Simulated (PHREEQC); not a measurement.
A made-up water analysis in mg/L, 45 °C, pH 7.43, pe 8.8:

```csv
constituent,mg/L
Na,48
K,40.1
Ca,33.2
Mg,4.04
Cl,95.6
S(6) as SO4,19.3
Alkalinity as HCO3,127
B,0.0377
Li,0.724
```

Valence states are taken as typed.

Computed with PHREEQC (ion-association model, phreeqc.dat).

Precipitation was switched off in this run.

Q: Order these S species by the share of S that they hold, largest first: MgSO4, KSO4-, SO4-2, NaSO4-, CaSO4.

A: SO4-2 (89 %), CaSO4 (7.3 %), MgSO4 (2.7 %), NaSO4- (0.74 %), KSO4- (0.63 %)

The pH is 7.43 and the ionic strength 0.00625 mol/kgw. Complexes and solids missing from the database can't appear. At this temperature some constants are extrapolated from 25 °C, and those without enthalpy data are left unchanged.
